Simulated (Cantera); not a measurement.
An adiabatic, constant-volume homogeneous reactor starts with C3H8 : O2 : N2 = 1 : 8.77 : 33 (molar parts), equivalence ratio 0.57, at 1350 K and 6.80 bar. Integrator tolerance rtol = 1e-08.

Computed with Cantera and GRI-Mech 3.0 (53 species, 325 reactions). GRI-Mech 3.0 was tuned for natural gas; its chemistry of propane as a main component is partial and can be far from experiment.

What does this change do: initial temperature 1350 to 1600 K?


| quantity | before | after |
|---|---|---|
| time of steepest temperature rise | 0.153 ms | 9.10 µs |
| temperature at 4.00 s | 2693 K | 2828 K |
| equilibrium temperature | 2693 K | 2828 K |
| x(C3H8) at 4.00 s | <1e-12 (gas-phase equilibrium <1e-12) | <1e-12 (gas-phase equilibrium <1e-12) |
| x(O2) at 4.00 s | 0.0762 (gas-phase equilibrium 0.0762) | 0.0747 (gas-phase equilibrium 0.0747) |
| x(NO) at 4.00 s | 0.0184 (gas-phase equilibrium 0.0184) | 0.0221 (gas-phase equilibrium 0.0221) |
| x(C2H6) at 4.00 s | <1e-12 (gas-phase equilibrium <1e-12) | <1e-12 (gas-phase equilibrium <1e-12) |
| x(O) at 4.00 s | 0.00260 (gas-phase equilibrium 0.00260) | 0.00472 (gas-phase equilibrium 0.00472) |

What does this change do: pressure from 6.80 bar to 0.440 bar?


```csv
quantity,before,after
time of steepest temperature rise,0.153 ms,0.605 ms
temperature at 4.00 s,2693 K,2576 K
equilibrium temperature,2693 K,2576 K
x(C3H8) at 4.00 s,<1e-12 (gas-phase equilibrium <1e-12),<1e-12 (gas-phase equilibrium <1e-12)
x(O2) at 4.00 s,0.0762 (gas-phase equilibrium 0.0762),0.0783 (gas-phase equilibrium 0.0783)
x(NO) at 4.00 s,0.0184 (gas-phase equilibrium 0.0184),0.0155 (gas-phase equilibrium 0.0155)
x(C2H6) at 4.00 s,<1e-12 (gas-phase equilibrium <1e-12),<1e-12 (gas-phase equilibrium <1e-12)
x(O) at 4.00 s,0.00260 (gas-phase equilibrium 0.00260),0.00628 (gas-phase equilibrium 0.00628)
```
